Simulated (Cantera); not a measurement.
Input: 1 mol PbO, 0.33 mol CH₄, 0.22 mol CO, at 1175 K.

These are equilibrium values from Cantera (NASA tables, ideal gas, pure condensed phases), not measurements of a reactor. Candidate condensed phases: C, C₆H₆, C₇H₈, C₈H₁₈, H₂O, Pb, PbO, PbO₂, Pb₃O₄; 113 gas species. Equilibrium is a limit: real reactors are often held back by kinetics, nucleation or transport.

### Question
What share of the Pb ends up in condensed phases as a function of P (Pa), at 10, 42, 180, 750, 3200, 13000, 56000, 240000, 1000000?

### Answer
```csv
P (Pa),Pb condensed (%),as
10,0.0,-
42,0.0,-
180,61.4,Pb(l)
750,92.5,Pb(l)
3200,98.3,Pb(l)
13000,99.6,Pb(l)
56000,99.9,Pb(l)
240000,100.0,Pb(l)
1000000,100.0,Pb(l)
```
